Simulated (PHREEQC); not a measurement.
Consider water at 20 °C with 0.069 mol/kgw NH4HF2. Closed to the air; pH follows from the charge balance.

The numbers come from PHREEQC with the ion-association model, wateq4f.dat.

Precipitation was switched off in this run.

Task: Predict the pH, ionic strength.

Result: pH 3.15; ionic strength 0.0698 mol/kgw.

Task: In which forms is F present?

Result: F- 43 %, HF 33 %, HF2- 15 %, H2F2 9.4 % of the F.

wateq4f.dat counts part of the HF as a dimer, H2F2, which phreeqc.dat doesn't know; its constant is uncertain.
